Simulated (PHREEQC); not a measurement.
1 kg of water holding 0.23 mol NaCl and 0.0056 mol Na2SO4 is evaporated at 15 °C; the solids stay in contact with the brine. CO2 from the air is kept out. Solids allowed: Halite, Mirabilite, Thenardite. Others were left out.

Equilibrium calculation in PHREEQC: Pitzer model, pitzer.dat.

Q: Predict ionic strength at water left (kg) = 1, 0.5552, 0.3082, 0.07809.

A: 
```json
[
 {"water left (kg)": "1", "ionic strength": "0.247"},
 {"water left (kg)": "0.5552", "ionic strength": "0.445"},
 {"water left (kg)": "0.3082", "ionic strength": "0.801"},
 {"water left (kg)": "0.07809", "ionic strength": "3.16"}
]
```
